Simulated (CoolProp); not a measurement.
Saturation properties of R143a.

Model: reference Helmholtz-energy equation of state, Lemmon and Jacobsen 2000, in CoolProp.

```tsv
T (K)	p (bar)	liquid density (kg/m³)	liquid cp (kJ/(kg K))
215	0.5860	1196	1.297
224.9	0.9657	1169	1.322
234.9	…	1141	1.350
244.8	2.295	1113	1.381
254.7	3.337	1084	…
264.7	…	1052	1.455
274.6	…	…	…
284.6	8.719	983.7	1.561
```

What belongs in the gaps?


- 234.9, p (bar): 1.523
- 254.7, liquid cp (kJ/(kg K)): 1.415
- 264.7, p (bar): 4.721
- 274.6, p (bar): 6.481
- 274.6, liquid density (kg/m³): 1019
- 274.6, liquid cp (kJ/(kg K)): 1.503

It boils at 225.9 K under 1 atm.
